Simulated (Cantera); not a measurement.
C2H6 + O2 + H2 + CO2 (carbon deposition, reforming and gasification)

Input: 1 mol C2H6, 0.47 mol O2, 12 mol H2, 0.06 mol CO2.

Method: chemical equilibrium by Gibbs-energy minimisation in Cantera with the NASA 1993 tables (ideal gas, pure condensed phases). Candidate condensed phases: C, C6H6, C7H8, C8H18, H2O; 110 gas species. The ideal-gas law is rough above about 30 bar. The numbers say what is thermodynamically allowed, not how fast it happens.

Q: Map the stable condensed phases over T = 1573, 1723, 1873, 2023, 2173, 2323, 2473, 2623, 2773 K and P in Pa = 10, 100, 1000, 10000, 100000, 1000000, 10000000.

A: 
```
T in K \ P in Pa
               10      100     1000    10000   100000  1000000 10000000
   2773         A        A        B        B        B        B        A
   2623         A        B        B        B        B        B        B
   2473         B        B        B        B        B        B        B
   2323         B        B        B        B        B        B        B
   2173         B        B        B        B        B        B        B
   2023         B        B        B        B        B        B        B
   1873         B        B        B        B        B        B        B
   1723         B        B        B        B        B        B        A
   1573         B        B        B        B        B        B        A
```
A: gas only; B: C.
